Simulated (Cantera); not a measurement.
Equilibrium for silicates and aluminates: SiO₂ + MgO + H₂

Input: 1 mol SiO₂, a varied amount of MgO, 0.25 mol H₂, equilibrated at 1477 °C and 0.540 bar.

Equilibrium computed with Cantera from the NASA thermochemical tables; the gas is ideal and each condensed phase is pure. Candidate condensed phases: H₂O, Mg, MgO, Mg(OH)₂, MgSiO₃, Mg₂SiO₄, Si, SiO₂; 24 gas species. Mutual solubility and eutectic melting of coexisting phases are not modelled. The tables hold silica as quartz up to 1696 K and as liquid above; real silica turns to tridymite and cristobalite and melts near 1996 K. Condensed phases not in the tables: alloys, solid solutions and most ternary compounds. Equilibrium is a limit: real reactors are often held back by kinetics, nucleation or transport.

```json
[
 {"n(MgO) (mol)": "0.33", "log p H₂": "-0.27", "log p H₂O": "-3.17", "log p SiO": "-3.19", "log p H": "-3.77", "n MgSiO₃(s)": "0.330", "n SiO₂(condensed)": "0.670", "n Mg₂SiO₄(s)": "0"},
 {"n(MgO) (mol)": "0.38", "log p H₂": "-0.27", "log p H₂O": "-3.17", "log p SiO": "-3.19", "log p H": "-3.77", "n MgSiO₃(s)": "0.380", "n SiO₂(condensed)": "0.620", "n Mg₂SiO₄(s)": "0"},
 {"n(MgO) (mol)": "0.43", "log p H₂": "-0.27", "log p H₂O": "-3.17", "log p SiO": "-3.19", "log p H": "-3.77", "n MgSiO₃(s)": "0.430", "n SiO₂(condensed)": "0.570", "n Mg₂SiO₄(s)": "0"},
 {"n(MgO) (mol)": "0.49", "log p H₂": "-0.27", "log p H₂O": "-3.17", "log p SiO": "-3.19", "log p H": "-3.77", "n MgSiO₃(s)": "0.490", "n SiO₂(condensed)": "0.510", "n Mg₂SiO₄(s)": "0"},
 {"n(MgO) (mol)": "0.56", "log p H₂": "-0.27", "log p H₂O": "-3.17", "log p SiO": "-3.19", "log p H": "-3.77", "n MgSiO₃(s)": "0.560", "n SiO₂(condensed)": "0.440", "n Mg₂SiO₄(s)": "0"},
 {"n(MgO) (mol)": "0.64", "log p H₂": "-0.27", "log p H₂O": "-3.17", "log p SiO": "-3.19", "log p H": "-3.77", "n MgSiO₃(s)": "0.640", "n SiO₂(condensed)": "0.360", "n Mg₂SiO₄(s)": "0"},
 {"n(MgO) (mol)": "0.73", "log p H₂": "-0.27", "log p H₂O": "-3.17", "log p SiO": "-3.19", "log p H": "-3.77", "n MgSiO₃(s)": "0.730", "n SiO₂(condensed)": "0.270", "n Mg₂SiO₄(s)": "0"},
 {"n(MgO) (mol)": "0.83", "log p H₂": "-0.27", "log p H₂O": "-3.17", "log p SiO": "-3.19", "log p H": "-3.77", "n MgSiO₃(s)": "0.830", "n SiO₂(condensed)": "0.170", "n Mg₂SiO₄(s)": "0"},
 {"n(MgO) (mol)": "0.95", "log p H₂": "-0.27", "log p H₂O": "-3.17", "log p SiO": "-3.19", "log p H": "-3.77", "n MgSiO₃(s)": "0.950", "n SiO₂(condensed)": "0.0497", "n Mg₂SiO₄(s)": "0"},
 {"n(MgO) (mol)": "1.1", "log p H₂": "-0.27", "log p H₂O": "-3.20", "log p SiO": "-3.22", "log p H": "-3.77", "n MgSiO₃(s)": "0.899", "n SiO₂(condensed)": "0", "n Mg₂SiO₄(s)": "0.100"},
 {"n(MgO) (mol)": "1.2", "log p H₂": "-0.27", "log p H₂O": "-3.20", "log p SiO": "-3.22", "log p H": "-3.77", "n MgSiO₃(s)": "0.799", "n SiO₂(condensed)": "0", "n Mg₂SiO₄(s)": "0.200"},
 {"n(MgO) (mol)": "1.4", "log p H₂": "-0.27", "log p H₂O": "-3.20", "log p SiO": "-3.22", "log p H": "-3.77", "n MgSiO₃(s)": "0.599", "n SiO₂(condensed)": "0", "n Mg₂SiO₄(s)": "0.400"}
]
```
log p: log10 of the partial pressure in bar; n: condensed amount in mol.

From 0.33 mol MgO to 0.95 mol MgO the condensed part is MgSiO₃(s) + SiO₂(condensed). From 1.1 mol MgO to 1.4 mol MgO the condensed part is MgSiO₃(s) + Mg₂SiO₄(s). The main Si-bearing gas is SiO throughout.
